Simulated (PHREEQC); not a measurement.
1 kg of water holding 0.035 mol/kgw K2SO4 and 0.29 mol/kgw Na2SO4 is evaporated at 50 °C; the solids stay in contact with the brine. CO2 from the air is kept out. Only these solids could form: Arcanite, Glaserite, Mirabilite, Misenite, Thenardite.

Equilibrium calculation in PHREEQC: Pitzer model, pitzer.dat.

```csv
water left (kg),ionic strength,water activity,Thenardite (mol),Glaserite (mol),K in solution (mol/kgw)
1,0.975,0.987,0,0,0.0700
0.8219,1.19,0.985,0,0,0.0852
0.6755,1.44,0.982,0,0,0.104
0.5552,1.76,0.978,0,0,0.126
0.4563,2.14,0.974,0,0,0.153
0.375,2.60,0.969,0,0,0.187
0.3082,3.16,0.963,0,0,0.227
0.2082,4.68,0.947,0,0,0.336
0.1711,5.70,0.936,0,0,0.409
0.1407,6.93,0.922,0,0,0.498
0.1156,8.43,0.906,0,0,0.605
0.09502,10.3,0.886,0,0,0.737
0.07809,11.4,0.874,0.0273,0,0.896
0.06418,11.8,0.871,0.0724,0,1.09
0.05275,12.0,0.869,0.109,0.00223,1.20
0.04335,12.0,0.869,0.139,0.00599,1.20
0.03564,12.0,0.869,0.164,0.00907,1.20
0.0293,12.0,0.869,0.184,0.0116,1.20
0.02407,12.0,0.869,0.201,0.0137,1.20
0.01627,12.0,0.869,0.226,0.0168,1.20
0.01337,12.0,0.869,0.235,0.0180,1.20
0.01099,12.0,0.869,0.243,0.0189,1.20
0.00903,12.0,0.869,0.249,0.0197,1.20
0.007427,12.0,0.869,0.255,0.0204,1.20
0.006093,12.0,0.869,0.259,0.0209,1.20
0.005012,12.0,0.869,0.262,0.0213,1.20
```

Thenardite from water left = 0.07809 kg; Glaserite from water left = 0.05275 kg.

Constants without temperature data keep their 25 °C values here.
